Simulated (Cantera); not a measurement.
**Equilibrium for iron carbonyl, mercury and lead vapours: PbO + N₂**

Feed: 1 mol PbO, 21 mol N₂, equilibrated at 823 K and 0.000350 bar.

These are equilibrium values from Cantera (NASA tables, ideal gas, pure condensed phases), not measurements of a reactor. Candidate condensed phases: Pb, PbO, PbO₂, Pb₃O₄; 12 gas species. Rates play no part.

| Property | Value |
|---|---|
| x(N₂) | 1.000 |
| n(PbO(yellow)) | 1.000 mol |
| gas amount | 21.00 mol |
| log10 activity of Pb(l) (absent) | -3.40 |
| log10 activity of PbO₂(s) (absent) | -6.82 |
